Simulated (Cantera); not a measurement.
A perfectly stirred reactor is fed with C3H8 : O2 : N2 = 1 : 3.57 : 13.4 (molar parts), at 2.00 bar; it is adiabatic with a 700 K inlet, and is followed from long to short residence time, starting on the burning branch (τ in s: 0.045, 0.019, 0.0076, 0.0031, 0.0013, 0.00053, 0.00022, 9.1e-05, 3.7e-05, 1.5e-05).

Cantera simulation using GRI-Mech 3.0 (53 species, 325 reactions); the numbers are that mechanism's predictions, not measurements. GRI-Mech 3.0 was tuned for natural gas; its chemistry of propane as a main component is partial and can be far from experiment.

Question: What does this change do: C3H8 1 to 1.3 parts?

Answer: 
```csv
quantity,before,after
"blow-out, bracketed by the residence times tried","burning at 37.0 µs, out at 15.0 µs","burning at 0.220 ms, out at 91.0 µs"
x(C3H8) at τ = 45.0 ms,2.02e-7,1.01e-6
x(O2) at τ = 45.0 ms,0.000108,0.000151
x(CH2CO) at τ = 45.0 ms,2.93e-7,7.60e-6
x(C2H6) at τ = 45.0 ms,3.30e-9,3.51e-7
x(HCN) at τ = 45.0 ms,4.85e-6,0.000119
x(C3H8) at τ = 0.530 ms,9.09e-6,5.91e-5
x(O2) at τ = 0.530 ms,0.00172,0.00494
x(CH2CO) at τ = 0.530 ms,5.66e-6,0.000148
x(C2H6) at τ = 0.530 ms,1.47e-7,2.01e-5
x(HCN) at τ = 0.530 ms,7.52e-5,0.000189
```

Question: What does this change do: C3H8 1 to 1.5 parts?

Answer: 
```csv
quantity,before,after
"blow-out, bracketed by the residence times tried","burning at 37.0 µs, out at 15.0 µs","burning at 0.530 ms, out at 0.220 ms"
x(C3H8) at τ = 45.0 ms,2.02e-7,2.81e-6
x(O2) at τ = 45.0 ms,0.000108,0.000386
x(CH2CO) at τ = 45.0 ms,2.93e-7,3.24e-5
x(C2H6) at τ = 45.0 ms,3.30e-9,4.23e-6
x(HCN) at τ = 45.0 ms,4.85e-6,5.21e-5
x(C3H8) at τ = 0.530 ms,9.09e-6,0.000215
x(O2) at τ = 0.530 ms,0.00172,0.0115
x(CH2CO) at τ = 0.530 ms,5.66e-6,0.000545
x(C2H6) at τ = 0.530 ms,1.47e-7,0.000177
x(HCN) at τ = 0.530 ms,7.52e-5,2.42e-5
```
